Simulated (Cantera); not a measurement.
**N2O + O2 + N2 + H2O (abatement and gas-phase synthesis)**

Input: 1 mol N2O, 0.031 mol O2, a varied amount of N2, 0.26 mol H2O, equilibrated at 1750 K and 30.0 bar.

Cantera equilibrium calculation (NASA polynomials, part measured and part estimated; ideal gas, pure solids and liquids). Candidate condensed phases: H2O; 24 gas species. Equilibrium is a limit: real reactors are often held back by kinetics, nucleation or transport.

```
n(N2) (mol)   x N2    x O2    x H2O      x NO      x OH    x NO2      x O     x H2
-----------  -----  ------  -------  --------  --------  -------  -------  -------
3            0.834   0.109   0.0542   0.00259  0.000135  2.88e-5  4.52e-6  9.98e-7
3.8          0.857  0.0937   0.0464   0.00243  0.000120  2.50e-5  4.18e-6  9.24e-7
4.8          0.879  0.0794   0.0394   0.00227  0.000106  2.14e-5  3.85e-6  8.52e-7
6.1          0.899  0.0662   0.0329   0.00209   9.28e-5  1.81e-5  3.51e-6  7.79e-7
7.7          0.916  0.0549   0.0274   0.00192   8.08e-5  1.51e-5  3.20e-6  7.11e-7
9.7          0.930  0.0453   0.0226   0.00176   6.99e-5  1.26e-5  2.91e-6  6.46e-7
12           0.942  0.0377   0.0188   0.00162   6.10e-5  1.05e-5  2.65e-6  5.91e-7
15           0.952  0.0309   0.0155   0.00147   5.26e-5  8.67e-6  2.40e-6  5.36e-7
19           0.961  0.0249   0.0125   0.00133   4.47e-5  7.02e-6  2.15e-6  4.82e-7
25           0.970  0.0192  0.00969   0.00117   3.70e-5  5.45e-6  1.89e-6  4.26e-7
31           0.975  0.0157  0.00791   0.00106   3.17e-5  4.45e-6  1.71e-6  3.85e-7
39           0.980  0.0125  0.00636  0.000951   2.69e-5  3.57e-6  1.53e-6  3.46e-7
49           0.984  0.0100  0.00511  0.000852   2.28e-5  2.86e-6  1.37e-6  3.11e-7
```
x: gas mole fraction; nothing condenses.

From 3 mol N2 to 49 mol N2 nothing is condensed.
